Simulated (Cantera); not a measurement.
Standard-state values (1 bar) from the NASA 1993 polynomials, evaluated with Cantera. Values are per mole of reaction as written; species without (g) are pure solids or liquids, kept so even where they would boil at 1 bar.

Problem. Between 1825 and 2875 K, where is each reaction favourable under standard conditions?
- 2 Nb2O5 ⇌ 4 NbO2(g) + O2(g)

Solution. 
- 2 Nb2O5 ⇌ 4 NbO2(g) + O2(g): ΔG° is 1280 kJ at 1825 K and 547 kJ at 2875 K; it stays positive (K < 1). ΔH° is 2423 kJ and ΔS° 652 J/K at 2875 K.
